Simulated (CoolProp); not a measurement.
Vapour-liquid equilibrium of carbon dioxide (1) + dimethyl ether (2) at -38.95 °C; x and y are mole fractions of (1).

Model: multi-fluid Helmholtz-energy mixture model, Span 1996 and Wu 2011; pair parameters Bell 2016, in CoolProp.

```csv
x,bubble pressure (bar),y at the bubble point,dew pressure at overall composition x (bar),liquid density (mol/L)
0.05,0.8354,0.398,0.5495,16.72
0.2,1.911,0.773,0.6448,17.81
0.35,3.200,0.889,0.7798,19.00
0.5,4.691,0.941,0.9860,20.30
0.65,6.343,0.970,1.341,21.70
0.8,8.089,0.987,2.105,23.20
0.95,9.854,0.997,5.086,24.76
```

No azeotrope shows between x = 0.05 and 0.95.

Pair parameters are fitted to limited data, so mixtures are less certain than the pure fluids.
